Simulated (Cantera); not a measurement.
An adiabatic, constant-volume homogeneous reactor starts with CH4 : C2H6 : O2 : N2 = 1 : 0.16 : 1.83 : 6.88 (molar parts), at 950 K and 1.01 bar. Integrator tolerance rtol = 1e-08.

Model: GRI-Mech 3.0 (53 species, 325 reactions), integrated in Cantera. Below about 1000 K GRI-Mech 3.0 lacks low-temperature oxidation paths.

Question: What does this change do: pressure from 1.01 bar to 2.40 bar?

Answer: 
```csv
quantity,before,after
time of steepest temperature rise,0.329 s,0.168 s
temperature at 5.00 s,2744 K,2785 K
equilibrium temperature,2744 K,2785 K
x(CH4) at 5.00 s,1.05e-12 (gas-phase equilibrium 1.23e-12),5.11e-12 (gas-phase equilibrium 5.89e-12)
x(C2H6) at 5.00 s,<1e-12 (gas-phase equilibrium <1e-12),<1e-12 (gas-phase equilibrium <1e-12)
x(O2) at 5.00 s,0.000904 (gas-phase equilibrium 0.000904),0.000551 (gas-phase equilibrium 0.000551)
x(NO) at 5.00 s,0.00201 (gas-phase equilibrium 0.00201),0.00167 (gas-phase equilibrium 0.00167)
x(H2) at 5.00 s,0.0546 (gas-phase equilibrium 0.0546),0.0541 (gas-phase equilibrium 0.0541)
x(HCO) at 5.00 s,2.43e-7 (gas-phase equilibrium 2.43e-7),4.12e-7 (gas-phase equilibrium 4.12e-7)
x(C2H2) at 5.00 s,<1e-12 (gas-phase equilibrium <1e-12),<1e-12 (gas-phase equilibrium <1e-12)
```

Question: What does this change do: pressure from 1.01 bar to 1.30 bar?

Answer: 
```csv
quantity,before,after
time of steepest temperature rise,0.329 s,0.271 s
temperature at 5.00 s,2744 K,2756 K
equilibrium temperature,2744 K,2756 K
x(CH4) at 5.00 s,1.05e-12 (gas-phase equilibrium 1.23e-12),1.66e-12 (gas-phase equilibrium 1.93e-12)
x(C2H6) at 5.00 s,<1e-12 (gas-phase equilibrium <1e-12),<1e-12 (gas-phase equilibrium <1e-12)
x(O2) at 5.00 s,0.000904 (gas-phase equilibrium 0.000904),0.000790 (gas-phase equilibrium 0.000790)
x(NO) at 5.00 s,0.00201 (gas-phase equilibrium 0.00201),0.00191 (gas-phase equilibrium 0.00191)
x(H2) at 5.00 s,0.0546 (gas-phase equilibrium 0.0546),0.0544 (gas-phase equilibrium 0.0544)
x(HCO) at 5.00 s,2.43e-7 (gas-phase equilibrium 2.43e-7),2.83e-7 (gas-phase equilibrium 2.83e-7)
x(C2H2) at 5.00 s,<1e-12 (gas-phase equilibrium <1e-12),<1e-12 (gas-phase equilibrium <1e-12)
```
